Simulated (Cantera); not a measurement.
# Transport properties of process gases

Gas mixture: CH₃OH = 0.34 (molar parts), at 1.20 bar, frozen composition.

Cantera's kinetic-theory transport with the Lennard-Jones parameters of GRI-Mech 3.0, ideal gas; thermal conductivity in the multicomponent form. Polar gases are described roughly by these parameters.

| T (K) | ρ (kg/m³) | cp (J/kg/K) | μ (µPa s) | λ (mW/m/K) | Pr | D (cm²/s) NO | D (cm²/s) N₂ | D (cm²/s) CH₃ |
|---|---|---|---|---|---|---|---|---|
| 400 | 1.16 | 1604 | 13.1 | 28.1 | 0.748 | 0.220 | 0.224 | 0.239 |
| 500 | 0.925 | 1858 | 16.4 | 40.8 | 0.748 | 0.331 | 0.337 | 0.363 |
| 600 | 0.771 | 2101 | 19.7 | 55.2 | 0.749 | 0.459 | 0.468 | 0.508 |
| 700 | 0.661 | 2314 | 22.8 | 70.3 | 0.750 | 0.603 | 0.614 | 0.670 |
| 800 | 0.578 | 2491 | 25.8 | 85.5 | 0.751 | 0.762 | 0.776 | 0.850 |
| 900 | 0.514 | 2643 | 28.6 | 101 | 0.751 | 0.935 | 0.952 | 1.05 |
| 1000 | 0.462 | 2798 | 31.3 | 117 | 0.751 | 1.12 | 1.14 | 1.26 |
D: mixture-averaged diffusion coefficient of that species in the mixture.
